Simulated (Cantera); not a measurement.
Charge: 1 mol CO2, 0.06 mol SO2, 14 mol H2, at 4.20 bar.

Method: chemical equilibrium by Gibbs-energy minimisation in Cantera with the NASA 1993 tables (ideal gas, pure condensed phases). Candidate condensed phases: C, C6H6, C7H8, C8H18, H2O, H2SO4, S; 123 gas species. Rates play no part. All values below are at 623 K.

Base state: H2 0.755, H2O 0.163, CH4 0.0769, H2S 0.00462 (mole fractions); condensed: gas only.

### Question
What changes in the equilibrium state with this change: pressure from 4.20 bar to 13.0 Pa?

### Answer
| species | before | after |
|---|---|---|
| H2 | 0.755 | 0.884 |
| H2O | 0.163 | 0.0450 |
| CO2 | 1.97e-8 | 0.0332 |
| CH4 | 0.0769 | 0.00306 |
| CO | 4.31e-9 | 0.0308 |
| H2S | 0.00462 | 0.00402 |

### Question
What changes in the equilibrium state with this change: CO2 replaced by HF?

### Answer
```json
[
 {"species": "H2", "before": "0.755", "after": "0.921"},
 {"species": "HF", "before": "0", "after": "0.0667"},
 {"species": "H2O", "before": "0.163", "after": "0.00800"},
 {"species": "CH4", "before": "0.0769", "after": "0"},
 {"species": "H2S", "before": "0.00462", "after": "0.00400"}
]
```
